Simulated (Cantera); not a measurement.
A perfectly stirred reactor is fed with H₂ : O₂ = 0.34 : 1 (molar parts), at 0.00530 bar; it is held at 950 K, and followed from long to short residence time.

Model: GRI-Mech 3.0 (53 species, 325 reactions), integrated in Cantera. Radical loss at walls, strong at low pressure, is not modelled. The temperature is held fixed by assumption; the heat of reaction is taken as removed at once.

Question: What does this change do: pressure from 0.00530 bar to 0.00140 bar?

Answer: 
```tsv
quantity	before	after
x(H₂) at τ = 9.20 s	0.000910	0.00201
x(O₂) at τ = 9.20 s	0.709	0.704
x(H₂O) at τ = 9.20 s	0.289	0.285
x(HO₂) at τ = 9.20 s	4.97e-6	2.08e-6
x(H) at τ = 9.20 s	0.000235	0.00329
x(H₂) at τ = 0.110 s	0.0122	0.0230
x(O₂) at τ = 0.110 s	0.696	0.656
x(H₂O) at τ = 0.110 s	0.261	0.192
x(HO₂) at τ = 0.110 s	8.65e-6	1.89e-6
x(H) at τ = 0.110 s	0.0172	0.0902
```

Question: What does this change do: pressure from 0.00530 bar to 0.00180 bar?

Answer: 
```json
[
 {"quantity": "x(H₂) at τ = 9.20 s", "before": "0.000910", "after": "0.00167"},
 {"quantity": "x(O₂) at τ = 9.20 s", "before": "0.709", "after": "0.706"},
 {"quantity": "x(H₂O) at τ = 9.20 s", "before": "0.289", "after": "0.286"},
 {"quantity": "x(HO₂) at τ = 9.20 s", "before": "4.97e-6", "after": "2.52e-6"},
 {"quantity": "x(H) at τ = 9.20 s", "before": "0.000235", "after": "0.00201"},
 {"quantity": "x(H₂) at τ = 0.110 s", "before": "0.0122", "after": "0.0205"},
 {"quantity": "x(O₂) at τ = 0.110 s", "before": "0.696", "after": "0.663"},
 {"quantity": "x(H₂O) at τ = 0.110 s", "before": "0.261", "after": "0.206"},
 {"quantity": "x(HO₂) at τ = 0.110 s", "before": "8.65e-6", "after": "2.55e-6"},
 {"quantity": "x(H) at τ = 0.110 s", "before": "0.0172", "after": "0.0761"}
]
```
